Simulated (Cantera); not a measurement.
Thermodynamics of carbothermic reduction, feed PbO + C + CO

Charge: 1 mol PbO, a varied amount of C, 0.28 mol CO, equilibrated at 0.133 bar.

Equilibrium computed with Cantera from the NASA thermochemical tables; the gas is ideal and each condensed phase is pure. Candidate condensed phases: C, Pb, PbO, PbO₂, Pb₃O₄; 15 gas species. Equilibrium is a limit: real reactors are often held back by kinetics, nucleation or transport.

Q: Map the stable condensed phases over T = 923, 1073, 1223, 1373, 1523, 1673, 1823, 1973, 2123 K and n(C) in mol = 0.42, 0.49, 0.58, 0.68, 0.8, 0.95, 1.1, 1.3, 1.6, 1.8, 2.2, 2.5.

A: 
```
T in K \ n(C) in mol
         0.42 0.49 0.58 0.68  0.8 0.95  1.1  1.3  1.6  1.8  2.2  2.5
   2123     A    A    A    A    A    A    B    B    B    B    B    B
   1973     A    A    A    A    A    A    B    B    B    B    B    B
   1823     A    A    A    A    A    A    B    B    B    B    B    B
   1673     A    A    A    A    A    A    B    B    B    B    B    B
   1523     C    C    C    C    C    C    D    D    D    D    D    D
   1373     C    C    C    C    C    C    D    D    D    D    D    D
   1223     C    C    C    C    C    C    D    D    D    D    D    D
   1073     C    C    C    C    C    C    D    D    D    D    D    D
    923     C    C    C    C    D    D    D    D    D    D    D    D
```
A: gas only; B: C; C: Pb; D: C + Pb.
